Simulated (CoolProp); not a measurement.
Model: reference Helmholtz-energy equation of state, Outcalt 1996, in CoolProp. It is a modified Benedict-Webb-Rubin equation, recast in Helmholtz form.

Task: For R152A, give the phase and the cv (kJ/(kg K)), speed of sound (m/s) at 300 K and 2.47 MPa.

Result: 
- 300 K and 2.47 MPa: liquid; cv 1.14, speed of sound 659
